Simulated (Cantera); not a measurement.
A Cantera script and what it prints.

```python
import numpy as np
import cantera as ct

gas_names = """
    H HO2 H2 H2O H2O2 O OH O2 O3 Pb PbO Pb2
""".split()
cond_names = """
    H2O(s) H2O(L) Pb(cr) Pb(L) PbO(rd) PbO(yw) PbO(L) PbO2(s) Pb3O4(s)
""".split()


# ... load() reads the species with a 1 bar reference pressure and builds the phases ...
atoms = {
    'PbO': {'Pb': 1, 'O': 1},
    'H2': {'H': 2},
}
top_T = {'Pb3O4(s)': 820}  # K; cautious upper limits of use, not melting points


# ... equilibrate(T, P, feed) seeds the gas with the atoms and calls Mixture.equilibrate('TP', solver="vcs", rtol=1e-11, max_steps=5000) ...
results = []
P = 120  # Pa
for T in [1173, 1198, 1223, 1248, 1273, 1298, 1323, 1348, 1373]:
    for m in [0.066, 0.096, 0.14, 0.2, 0.3, 0.43, 0.62, 0.91]:
        feed = {'PbO': 1, 'H2': m}  # mol
        mix = equilibrate(T, P, feed)
        results.append((T, P, feed, dict(zip(mix.species_names, mix.species_moles))))

for T, P, feed, n in results:
    print(f"{T:7g} {feed['H2']:10.4g}  " + (" + ".join(c for c in cond_names if n.get(c, 0) > 1e-12) or "gas only"))
```

It prints:

```
   1173      0.066  Pb(L) + PbO(L)
   1173      0.096  Pb(L) + PbO(L)
   1173       0.14  Pb(L) + PbO(L)
   1173        0.2  Pb(L) + PbO(L)
   1173        0.3  Pb(L) + PbO(L)
   1173       0.43  Pb(L) + PbO(L)
   1173       0.62  Pb(L) + PbO(L)
   1173       0.91  Pb(L) + PbO(L)
   1198      0.066  PbO(L)
   1198      0.096  PbO(L)
   1198       0.14  PbO(L)
   1198        0.2  PbO(L)
   1198        0.3  PbO(L)
   1198       0.43  PbO(L)
   1198       0.62  PbO(L)
   1198       0.91  gas only
   1223      0.066  PbO(L)
   1223      0.096  PbO(L)
   1223       0.14  PbO(L)
   1223        0.2  PbO(L)
   1223        0.3  PbO(L)
   1223       0.43  PbO(L)
   1223       0.62  PbO(L)
   1223       0.91  gas only
   1248      0.066  PbO(L)
   1248      0.096  PbO(L)
   1248       0.14  PbO(L)
   1248        0.2  PbO(L)
   1248        0.3  PbO(L)
   1248       0.43  PbO(L)
   1248       0.62  PbO(L)
   1248       0.91  gas only
   1273      0.066  PbO(L)
   1273      0.096  PbO(L)
   1273       0.14  PbO(L)
   1273        0.2  PbO(L)
   1273        0.3  PbO(L)
   1273       0.43  PbO(L)
   1273       0.62  PbO(L)
   1273       0.91  gas only
   1298      0.066  PbO(L)
   1298      0.096  PbO(L)
   1298       0.14  PbO(L)
   1298        0.2  PbO(L)
   1298        0.3  PbO(L)
   1298       0.43  PbO(L)
   1298       0.62  gas only
   1298       0.91  gas only
   1323      0.066  PbO(L)
   1323      0.096  PbO(L)
   1323       0.14  PbO(L)
   1323        0.2  PbO(L)
   1323        0.3  gas only
   1323       0.43  gas only
   1323       0.62  gas only
   1323       0.91  gas only
   1348      0.066  gas only
   1348      0.096  gas only
   1348       0.14  gas only
   1348        0.2  gas only
   1348        0.3  gas only
   1348       0.43  gas only
   1348       0.62  gas only
   1348       0.91  gas only
   1373      0.066  gas only
   1373      0.096  gas only
   1373       0.14  gas only
   1373        0.2  gas only
   1373        0.3  gas only
   1373       0.43  gas only
   1373       0.62  gas only
   1373       0.91  gas only
```

These are equilibrium values from Cantera (NASA tables, ideal gas, pure condensed phases), not measurements of a reactor. Each liquid is taken as pure. Mutual solubility and eutectic melting of coexisting phases are not modelled.
